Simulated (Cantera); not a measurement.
A Cantera script and its output.

```python
import numpy as np
import cantera as ct

gas = ct.Solution("h2o2.yaml")


def delay(T, t_max=10):
    gas.TPX = T, 3700000, {'H2': 1, 'O2': 0.617, 'N2': 2.32}
    reactor = ct.IdealGasReactor(gas, clone=False)
    net = ct.ReactorNet([reactor])
    net.rtol, net.atol = 1e-8, 1e-16
    while net.time < t_max:
        t_old, T_old = net.time, reactor.T
        net.step()
        if reactor.T > T + 400:  # ignition: a rise of 400 K
            return t_old + (T + 400 - T_old) / (reactor.T - T_old) * (net.time - t_old)
    return np.nan


taus = []
for T in [950, 1050, 1150, 1250, 1350, 1450]:
    taus.append(delay(T))
    print(f"T0 = {T:6g} K   tau = {taus[-1]:.4e} s")
```

It prints:

```
T0 =    950 K   tau = 1.3991e-02 s
T0 =   1050 K   tau = 1.5796e-03 s
T0 =   1150 K   tau = 2.5325e-04 s
T0 =   1250 K   tau = 4.9108e-05 s
T0 =   1350 K   tau = 9.6334e-06 s
T0 =   1450 K   tau = 1.5707e-06 s
```

Cantera simulation using the H2/O2 subset of GRI-Mech 3.0, which has no nitrogen chemistry; the numbers are that mechanism's predictions, not measurements. The hydrogen kinetics of GRI-Mech 3.0 are dated; newer H2 mechanisms differ, most at raised pressure. The pressure lies above the range GRI-Mech 3.0 was tuned for (to about 10 atm).
